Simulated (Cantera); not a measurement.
Cantera run, input and output.

```python
import numpy as np
import cantera as ct

gas = ct.Solution("gri30.yaml")
gas.TPX = 1250, 220, {'H2': 0.013, 'O2': 1}
reactor = ct.IdealGasConstPressureReactor(gas, energy="off", clone=False)
net = ct.ReactorNet([reactor])
net.rtol, net.atol = 1e-08, 1e-18
show = ['H2', 'O2', 'H2O2', 'O', 'HO2', 'H']
times = np.geomspace(0.0001, 9, 13)

steps = ct.SolutionArray(gas, extra=["t"])
rows = []
print(f"{'t/s':>10s}{'T/K':>9s}{'P/Pa':>11s}" + "".join(f"{s:>11s}" for s in show))
for t in times:
    while net.time < t:
        t_next = net.step()
        steps.append(gas.state, t=t_next)
    rows.append([np.interp(t, steps.t, y) for y in (steps.T, steps.P, *steps(*show).X.T)])
    print(f"{t:10.3e}{rows[-1][0]:9.1f}{rows[-1][1]:11.4g}" + "".join(f"{x:11.3e}" for x in rows[-1][2:]))
rate = np.gradient(steps.T, steps.t)
print("integrator steps:", len(steps.t))
if steps.T.max() > steps.T[0] + 200:
    print(f"time of steepest temperature rise: {steps.t[rate.argmax()]:.4e} s")
gas.TPX = 1250, 220, {'H2': 0.013, 'O2': 1}
gas.equilibrate("TP")
print(f"equilibrium (TP): T = {gas.T:.1f} K  " + "  ".join(f"{s} {gas[s].X[0]:.3e}" for s in show))
```

Output:

```
       t/s      T/K       P/Pa         H2         O2       H2O2          O        HO2          H
 1.000e-04   1250.0        220  1.283e-02  9.872e-01  6.216e-15  9.875e-11  4.759e-10  3.795e-10
 2.587e-04   1250.0        220  1.283e-02  9.872e-01  4.156e-14  5.327e-10  1.231e-09  7.329e-10
 6.694e-04   1250.0        220  1.283e-02  9.872e-01  2.772e-13  2.398e-09  3.186e-09  1.203e-09
 1.732e-03   1250.0        220  1.283e-02  9.872e-01  1.840e-12  1.016e-08  8.242e-09  2.349e-09
 4.481e-03   1250.0        220  1.283e-02  9.872e-01  1.206e-11  6.300e-08  2.132e-08  9.465e-09
 1.159e-02   1250.0        220  1.283e-02  9.872e-01  7.661e-11  1.842e-06  5.555e-08  2.456e-07
 3.000e-02   1250.0        220  7.465e-03  9.824e-01  9.828e-09  3.563e-03  2.220e-07  5.547e-04
 7.762e-02   1250.0        220  6.869e-05  9.752e-01  3.700e-09  1.109e-02  1.551e-07  6.459e-04
 2.008e-01   1250.0        220  6.632e-05  9.754e-01  3.662e-09  1.088e-02  1.534e-07  6.251e-04
 5.196e-01   1250.0        220  6.329e-05  9.760e-01  3.646e-09  1.035e-02  1.502e-07  5.809e-04
 1.344e+00   1250.0        220  5.628e-05  9.772e-01  3.600e-09  9.145e-03  1.426e-07  4.835e-04
 3.478e+00   1250.0        220  4.253e-05  9.797e-01  3.461e-09  6.824e-03  1.253e-07  3.133e-04
 9.000e+00   1250.0        220  2.340e-05  9.830e-01  3.066e-09  3.691e-03  9.340e-08  1.255e-04
integrator steps: 673
equilibrium (TP): T = 1250.0 K  H2 9.619e-09  O2 9.871e-01  H2O2 2.216e-11  O 1.476e-06  HO2 5.682e-09  H 1.018e-09
```

Computed with Cantera and GRI-Mech 3.0 (53 species, 325 reactions). Radical loss at walls, strong at low pressure, is not modelled.
